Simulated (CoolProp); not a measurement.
Properties of sulfur hexafluoride along the isobar 4.59 MPa (Tc = 318.7 K, pc = 3.755 MPa, ω = 0.210).

The numbers come from the reference Helmholtz-energy equation of state, Guder 2009 in CoolProp.

| T (K) | phase | Z | viscosity (µPa s) | conductivity (mW/(m K)) |
|---|---|---|---|---|
| 269.8 | liquid | 0.1840 | 218 | 66.2 |
| 283.4 | liquid | 0.1854 | 175 | 61.9 |
| 297.1 | liquid | 0.1902 | 138 | 57.2 |
| 310.7 | liquid | 0.2023 | 105 | 51.7 |
| 324.3 | supercritical | 0.2493 | 63.1 | 44.6 |
| 338 | supercritical | 0.5161 | 26.8 | 28.4 |
| 351.6 | supercritical | 0.6302 | 24.2 | 25.1 |
| 365.2 | supercritical | 0.6996 | 23.6 | 24.3 |
| 378.9 | supercritical | 0.7497 | 23.5 | 24.4 |
| 392.5 | supercritical | 0.7881 | 23.6 | 24.8 |
| 406.1 | supercritical | 0.8188 | 23.8 | 25.5 |
| 419.8 | supercritical | 0.8443 | 24.1 | 26.4 |
| 433.4 | supercritical | 0.8655 | 24.4 | 27.3 |
| 447 | supercritical | 0.8835 | 24.7 | 28.2 |
| 460.7 | supercritical | 0.8990 | 25.1 | 29.2 |

Viscosity comes from a separate model (Quiñones-Cisneros 2012). Thermal conductivity comes from a separate model (Assael 2012).
